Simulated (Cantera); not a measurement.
A Cantera script and what it prints.

```python
import numpy as np
import cantera as ct

gas_names = """
    H HO2 H2 H2O H2O2 O OH O2 O3 Pb PbO Pb2
""".split()
cond_names = """
    H2O(s) H2O(L) Pb(cr) Pb(L) PbO(rd) PbO(yw) PbO(L) PbO2(s) Pb3O4(s)
""".split()


# ... load() reads the species with a 1 bar reference pressure and builds the phases ...
atoms = {
    'PbO': {'Pb': 1, 'O': 1},
    'O2': {'O': 2},
    'H2': {'H': 2},
}
top_T = {'Pb3O4(s)': 820}  # K; cautious upper limits of use, not melting points


# ... equilibrate(T, P, feed) seeds the gas with the atoms and calls Mixture.equilibrate('TP', solver="vcs", rtol=1e-11, max_steps=5000) ...
results = []
T = 1248.15  # K
P = 1000  # Pa
for m in [8.1, 10, 13, 16, 20, 25, 31, 39, 49, 61, 76, 96]:
    feed = {'PbO': 1, 'O2': 0.19, 'H2': m}  # mol
    mix = equilibrate(T, P, feed)
    results.append((T, P, feed, dict(zip(mix.species_names, mix.species_moles))))

top = {s: max(r[3][s] / sum(r[3][g] for g in gas_names) for r in results) for s in gas_names}
cols = sorted((s for s in top if top[s] > 0.001), key=lambda s: -top[s])[:9]
seen = [c for c in cond_names if any(r[3].get(c, 0) > 1e-12 for r in results)]
print("log10 of partial pressures in bar; condensed amounts in mol")
print(f"{'n(H2)':>10s}" + "".join(f"{s[:9]:>10s}" for s in cols + seen))
for T, P, feed, n in results:
    ng = sum(n[g] for g in gas_names)
    print(f"{feed['H2']:10.4g}" + "".join(f"{np.log10(max(n[s] / ng * P / 1e5, 1e-99)):10.3f}" for s in cols)
          + "".join(f"{n.get(c, 0):10.4g}" for c in seen))
```

Output:

```
log10 of partial pressures in bar; condensed amounts in mol
     n(H2)        H2       H2O        Pb
       8.1    -2.132    -2.819    -2.959
        10    -2.106    -2.902    -3.041
        13    -2.081    -3.006    -3.146
        16    -2.066    -3.091    -3.230
        20    -2.052    -3.182    -3.322
        25    -2.042    -3.275    -3.415
        31    -2.034    -3.365    -3.505
        39    -2.027    -3.462    -3.602
        49    -2.021    -3.559    -3.699
        61    -2.017    -3.653    -3.792
        76    -2.014    -3.747    -3.886
        96    -2.011    -3.847    -3.987
```

Cantera equilibrium calculation (NASA polynomials, part measured and part estimated; ideal gas, pure solids and liquids).
